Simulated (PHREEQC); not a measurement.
## Sulfide liquor: speciation

Make-up at 35 °C: 0.0025 mol NaHS and 0.18 mol NaOH per kg of water. Closed to the air; pH follows from the charge balance.

Equilibrium calculation in PHREEQC: ion-association model, phreeqc.dat.

No solid was allowed to form.

Question: Predict the pH, density, activity of water.

Answer: pH 12.78; density 1.002 g/cm³; activity of water 0.994.

The database's pK near 12.9 for HS-/S-2 is now thought far too low, so its S-2 is overstated.
